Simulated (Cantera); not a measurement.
Charge: 1 mol MgCO₃, 0.1 mol SO₂, 2.1 mol O₂, equilibrated at 1225 K.

Method: chemical equilibrium by Gibbs-energy minimisation in Cantera with the NASA 1993 tables (ideal gas, pure condensed phases). Candidate condensed phases: C, Mg, MgCO₃, MgO, MgS, MgSO₄, S; 26 gas species. Rates play no part.

### Question
At 0.130 bar, list the 4 most abundant gas species with their mole fractions, and the condensed phases.

### Answer
O₂ 0.656, CO₂ 0.313, SO₂ 0.0295, SO₃ 0.00181. Condensed: MgO(s).
